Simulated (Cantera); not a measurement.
A perfectly stirred reactor is fed with 74.1 % NH3, 25.9 % N2, at 38000 Pa; it is held at 2050 K, and followed from long to short residence time.

Model: the gas-phase N/H chemistry of the illustrative SiF4/NH3 mechanism in the Surface Chemkin manual (1991), integrated in Cantera. Walls and surfaces, which speed up NH3 decomposition in real reactors, are not modelled.

x: mole fraction; the columns are a selection and need not sum to one.

```
τ (s)    x NH3      x N     x NH    x H2   x N2H4  x N2H2
------  ------  -------  -------  ------  -------  ------
0.48    0.0609  1.23e-6  1.02e-5   0.585  7.23e-9     ___
0.27     0.101  1.21e-6  1.21e-5   0.551  1.42e-8     ___
0.15     0.161  1.18e-6  1.40e-5   0.498  2.69e-8     ___
0.087    0.238  1.13e-6  1.56e-5   0.432  4.56e-8     ___
0.049    0.336  1.06e-6  1.70e-5   0.348  7.31e-8     ___
0.028    0.438  9.52e-7  1.78e-5   0.260  1.06e-7     ___
0.016    0.530  8.14e-7  1.80e-5   0.181  1.41e-7     ___
0.0089   0.607  6.38e-7  1.73e-5   0.115  1.77e-7     ___
0.0050   0.659  4.53e-7  1.61e-5  0.0695  2.09e-7     ___
```

Task: Complete the blanks.

Result: 
- 0.48, x N2H2: 3.24e-7
- 0.27, x N2H2: 5.74e-7
- 0.15, x N2H2: 9.96e-7
- 0.087, x N2H2: 1.59e-6
- 0.049, x N2H2: 2.45e-6
- 0.028, x N2H2: 3.46e-6
- 0.016, x N2H2: 4.51e-6
- 0.0089, x N2H2: 5.48e-6
- 0.0050, x N2H2: 6.17e-6
